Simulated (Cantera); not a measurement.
What does this Cantera script print?

```python
import numpy as np
import cantera as ct

gas_names = """
    CL CL2 H HCL H2 N NH NH2 NH3 N2 N2H2 N2H4 Si SiCL SiCL2 SiCL3 SiCL4 SiH SiHCL3 SiH2 SiH2CL2 SiH3
    SiH3CL SiH4 SiN Si2 Si2N Si3
""".split()
cond_names = """
    NH4CL(a) NH4CL(b) Si(cr) Si(L) Si3N4(a)
""".split()


def load(file, names, dense=False):
    # The tables refer to 1 bar. Condensed volumes are neglected.
    table = {s.name: s for s in ct.Species.list_from_file(file)}
    out = []
    for n in names:
        d = dict(table[n].input_data)
        d["thermo"] = dict(d["thermo"], **{"reference-pressure": 1e5})
        if dense:
            d["equation-of-state"] = {"model": "constant-volume", "density": "1e6 g/cm^3"}
        out.append(ct.Species.from_dict(d))
    return out


gas = ct.Solution(thermo="ideal-gas", species=load("nasa_gas.yaml", gas_names))
cond = {s.name: ct.Solution(thermo="fixed-stoichiometry", species=[s], name=s.name)
        for s in load("nasa_condensed.yaml", cond_names, dense=True)}
atoms = {
    'SiHCl3': {'Si': 1, 'H': 1, 'CL': 3},
    'NH3': {'N': 1, 'H': 3},
    'N2': {'N': 2},
}
top_T = {'Si3N4(a)': 2400}  # K; cautious upper limits of use, not melting points


def equilibrate(T, P, feed):
    n = {}
    for name, mol in feed.items():
        for a, k in atoms[name].items():
            n[a] = n.get(a, 0.0) + k * mol
    gas.TPX = T, P, n
    mass = sum(n.values()) * gas.mean_molecular_weight
    gas.equilibrate("TP")
    valid = [c for c in cond.values() if c.min_temp <= T <= top_T.get(c.name, c.max_temp)]
    mix = ct.Mixture([(gas, mass / gas.mean_molecular_weight)] + [(c, 0.0) for c in valid])
    mix.T, mix.P = T, P
    mix.equilibrate("TP", solver="vcs", rtol=1e-11, max_steps=5000)
    return mix


results = []
feed = {'SiHCl3': 1, 'NH3': 29, 'N2': 1.2}  # mol
T = 2098  # K
P = 5.3  # Pa
mix = equilibrate(T, P, feed)
results.append((T, P, feed, dict(zip(mix.species_names, mix.species_moles))))
print(gas.report(threshold=1e-05))
for i in range(1, mix.n_phases):
    print(f"{mix.phase(i).name:16s} {mix.phase_moles(i):12.5e} mol")
```

It prints:

```
       temperature   2098 K
          pressure   5.3 Pa
           density   2.7598e-06 kg/m^3
  mean mol. weight   9.0832 kg/kmol
   phase of matter   gas

                          1 kg             1 kmol
                     ---------------   ---------------
          enthalpy        1.2998e+07        1.1807e+08  J
   internal energy        1.1078e+07        1.0062e+08  J
           entropy             31757        2.8846e+05  J/K
    Gibbs function       -5.3628e+07       -4.8712e+08  J
 heat capacity c_p            3378.6             30689  J/K
 heat capacity c_v            2463.2             22374  J/K

                      mass frac. Y      mole frac. X     chem. pot. / RT
                     ---------------   ---------------   ---------------
                CL          0.050776           0.01301           -30.043
                 H          0.031379           0.28276           -15.142
               HCL           0.11228          0.027973           -45.184
                H2          0.099313           0.44746           -30.283
                N2            0.6634            0.2151           -38.485
                Si          0.041909          0.013554            -11.36
              SiCL        0.00054692         7.819e-05           -41.402
             SiCL2        0.00022486        2.0633e-05           -71.445
               SiH        0.00011519        3.5963e-05           -26.501
     [  +19 minor]        5.2566e-05        1.1246e-05

Si(L)             0.00000e+00 mol
Si3N4(a)          0.00000e+00 mol
```

Cantera equilibrium calculation (NASA polynomials, part measured and part estimated; ideal gas, pure solids and liquids). The tables' values for SiCl are old estimates; treat these amounts as uncertain.
